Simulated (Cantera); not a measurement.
A perfectly stirred reactor is fed with CH4 : CO2 : H2 = 1 : 1.2 : 0.33 (molar parts), at 4.93 atm; it is held at 2075 K, and followed from long to short residence time.

Model: GRI-Mech 3.0 (53 species, 325 reactions), integrated in Cantera.

### Question
What does this change do: pressure from 4.93 atm to 0.484 atm?

### Answer
```csv
quantity,before,after
x(CH4) at τ = 0.520 s,0.00248,0.00254
x(CO2) at τ = 0.520 s,0.00904,0.0102
x(H2) at τ = 0.520 s,0.468,0.462
x(H) at τ = 0.520 s,0.000819,0.00251
x(CH2) at τ = 0.520 s,2.07e-7,1.95e-6
x(CH4) at τ = 13.0 ms,0.0146,0.0163
x(CO2) at τ = 13.0 ms,0.0268,0.0418
x(H2) at τ = 13.0 ms,0.393,0.360
x(H) at τ = 13.0 ms,0.000747,0.00197
x(CH2) at τ = 13.0 ms,1.65e-6,1.20e-5
```

### Question
What does this change do: pressure from 4.93 atm to 0.132 atm?

### Answer
```
quantity                 before    after
---------------------  --------  -------
x(CH4) at τ = 0.520 s   0.00248  0.00282
x(CO2) at τ = 0.520 s   0.00904   0.0116
x(H2) at τ = 0.520 s      0.468    0.456
x(H) at τ = 0.520 s    0.000819  0.00404
x(CH2) at τ = 0.520 s   2.07e-7  5.59e-6
x(CH4) at τ = 13.0 ms    0.0146   0.0233
x(CO2) at τ = 13.0 ms    0.0268   0.0684
x(H2) at τ = 13.0 ms      0.393    0.327
x(H) at τ = 13.0 ms    0.000747  0.00234
x(CH2) at τ = 13.0 ms   1.65e-6  2.52e-5
```
